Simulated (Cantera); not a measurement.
Standard-state values (1 bar) from the NASA 1993 polynomials, evaluated with Cantera. Values are per mole of reaction as written; species without (g) are pure solids or liquids, kept so even where they would boil at 1 bar.

Task: Between 300 and 1473 K, where is each reaction favourable under standard conditions?
- 6 CaF2 + 3 NO2(g) + N(g) ⇌ 6 CaO + 4 NF3(g)

Result: 
- 6 CaF2 + 3 NO2(g) + N(g) ⇌ 6 CaO + 4 NF3(g): ΔG° is 2447 kJ at 300 K and 2531 kJ at 1473 K; it stays positive (K < 1). ΔH° is 2317 kJ and ΔS° -145 J/K at 1473 K.
